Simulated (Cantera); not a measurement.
Feed: 1 mol SiH₄, 11 mol CO₂, 4.6 mol O₂, at 64.5 Torr.

Cantera equilibrium calculation (NASA polynomials, part measured and part estimated; ideal gas, pure solids and liquids). Candidate condensed phases: C, C₆H₆, C₇H₈, C₈H₁₈, H₂O, Si, SiC, SiO₂; 123 gas species. The tables hold silica as quartz up to 1696 K and as liquid above; real silica turns to tridymite and cristobalite and melts near 1996 K. Gases not in the tables: Si(OH)₄. The numbers say what is thermodynamically allowed, not how fast it happens.

### Question
At 1552 °C, list the 4 most abundant gas species with their mole fractions, and the condensed phases.

### Answer
CO₂ 0.703, O₂ 0.167, H₂O 0.127, OH 0.00157. Condensed: SiO₂(condensed).
